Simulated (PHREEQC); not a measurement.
A solution holds 0.096 mol/kgw NH4Cl, 0.0062 mol/kgw NH3 and 0.053 mol/kgw KCl, at 25 °C. Closed to the air; pH follows from the charge balance.

All values are PHREEQC results (ion-association model, wateq4f.dat), not measurements.

No solid was allowed to form.

**Question.** Predict the pH.

**Answer.** pH 8.17.

**Question.** In which forms is N present?

**Answer.** NH4+ 94 %, NH3 6.1 % of the N.

Complexes and solids missing from the database can't appear.
